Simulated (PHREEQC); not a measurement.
1 kg of water meets 20 L of dry gas (N2 1 by moles) at fixed total pressure, at 25 °C; fugacities by Peng-Robinson. The gases take part in no redox reaction, some water evaporates into the gas, and hydrates or a liquid gas phase aren't modelled. Precipitation was switched off in this run.

All values are PHREEQC results (ion-association model, phreeqc.dat), not measurements.

Q: Predict dissolved N2 (mol/kgw) at P (atm) = 5, 30, 50, 75, 150.

A: 
```tsv
P (atm)	dissolved N2 (mol/kgw)
5	0.00329
30	0.0191
50	0.0309
75	0.0447
150	0.0812
```
